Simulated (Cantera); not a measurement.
**Gas activation for diamond growth**

An isothermal, constant-pressure homogeneous reactor starts with CH₄ : H₂ : CO₂ = 0.037 : 1 : 0.019 (molar parts), at 1775 K and 2670 Pa.

Computed with Cantera and GRI-Mech 3.0 (53 species, 325 reactions). GRI-Mech 3.0 stops at C3 and has no aromatics, soot or wall deposition, so with more carbon than oxygen in the feed, carbon stays in small species such as C2H2 where larger ones or solid carbon would form. Radical loss at walls, strong at low pressure, is not modelled.

```json
[
 {"t (s)": "6.00e-5", "x CH₄": "0.0350", "x H₂": "0.947", "x CO₂": "0.0180", "x O": "<1e-12", "x C₂H₆": "7.26e-12", "x OH": "1.11e-9", "x H": "3.83e-6"},
 {"t (s)": "0.000196", "x CH₄": "0.0350", "x H₂": "0.947", "x CO₂": "0.0180", "x O": "<1e-12", "x C₂H₆": "2.35e-10", "x OH": "3.72e-9", "x H": "1.27e-5"},
 {"t (s)": "0.000642", "x CH₄": "0.0350", "x H₂": "0.947", "x CO₂": "0.0180", "x O": "<1e-12", "x C₂H₆": "5.82e-9", "x OH": "1.23e-8", "x H": "4.19e-5"},
 {"t (s)": "0.00210", "x CH₄": "0.0349", "x H₂": "0.947", "x CO₂": "0.0179", "x O": "4.80e-12", "x C₂H₆": "9.16e-8", "x OH": "4.05e-8", "x H": "0.000137"},
 {"t (s)": "0.00687", "x CH₄": "0.0346", "x H₂": "0.946", "x CO₂": "0.0175", "x O": "5.07e-11", "x C₂H₆": "8.62e-7", "x OH": "1.40e-7", "x H": "0.000440"},
 {"t (s)": "0.0225", "x CH₄": "0.0329", "x H₂": "0.942", "x CO₂": "0.0136", "x O": "5.09e-10", "x C₂H₆": "3.42e-6", "x OH": "5.65e-7", "x H": "0.00111"},
 {"t (s)": "0.0735", "x CH₄": "0.0255", "x H₂": "0.936", "x CO₂": "0.00375", "x O": "1.51e-9", "x C₂H₆": "2.83e-6", "x OH": "1.38e-6", "x H": "0.00139"},
 {"t (s)": "0.240", "x CH₄": "0.0138", "x H₂": "0.939", "x CO₂": "0.000121", "x O": "1.93e-9", "x C₂H₆": "9.12e-7", "x OH": "1.71e-6", "x H": "0.00151"},
 {"t (s)": "0.786", "x CH₄": "0.00518", "x H₂": "0.944", "x CO₂": "8.55e-5", "x O": "2.08e-9", "x C₂H₆": "1.43e-7", "x OH": "1.76e-6", "x H": "0.00163"},
 {"t (s)": "2.57", "x CH₄": "0.00215", "x H₂": "0.947", "x CO₂": "8.22e-5", "x O": "1.96e-9", "x C₂H₆": "2.60e-8", "x OH": "1.60e-6", "x H": "0.00170"},
 {"t (s)": "8.41", "x CH₄": "0.00144", "x H₂": "0.950", "x CO₂": "6.79e-5", "x O": "1.37e-9", "x C₂H₆": "1.18e-8", "x OH": "1.09e-6", "x H": "0.00172"},
 {"t (s)": "27.5", "x CH₄": "0.000799", "x H₂": "0.954", "x CO₂": "3.09e-5", "x O": "5.23e-10", "x C₂H₆": "3.70e-9", "x OH": "4.04e-7", "x H": "0.00174"},
 {"t (s)": "90.0", "x CH₄": "0.000272", "x H₂": "0.956", "x CO₂": "2.69e-6", "x O": "4.20e-11", "x C₂H₆": "4.96e-10", "x OH": "3.20e-8", "x H": "0.00174"}
]
```
x: mole fraction; the columns are a selection and need not sum to one.

Equilibrium at this temperature and pressure: CH₄ 0.000155, H₂ 0.956, CO₂ 3.48e-10, O <1e-12, C₂H₆ 2.13e-10, OH 4.12e-12, H 0.00175 (gas phase only).
